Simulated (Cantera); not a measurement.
A closed system holds: 1 mol CCl4, 0.014 mol CH4, 0.63 mol Si, equilibrated at 2375 K and 9.30e-5 bar.

Cantera equilibrium calculation (NASA polynomials, part measured and part estimated; ideal gas, pure solids and liquids). The tables' values for SiCl are old estimates; treat these amounts as uncertain. Equilibrium is a limit: real reactors are often held back by kinetics, nucleation or transport.

```csv
species,before,after
Cl,0.850,0.805
SiCl2,0.00603,0.154
Si,0.106,0.0156
SiC2,0.0188,0.00110
HCl,0.00434,0.0141
SiCl3,3.61e-6,0.000669
C2,6.19e-5,4.46e-7
C3,0.000687,5.17e-6
C,0.000293,3.98e-6
SiC,2.49e-5,7.38e-7
Si2,1.30e-5,1.81e-6
"C(graphite), mol",0.828,1.01
```
Gas species are given as mole fractions.

Problem. Which change was made?
A) CCl4 replaced by CH3Cl
B) CH4 from 0.014 to 0.028 mol
C) temperature from 2375 K to 1998 K
D) temperature from 2375 K to 2123.15 K

Solution. D, temperature from 2375 K to 2123.15 K. The tables' values for SiCl, SiCl3 are old estimates; treat these amounts as uncertain
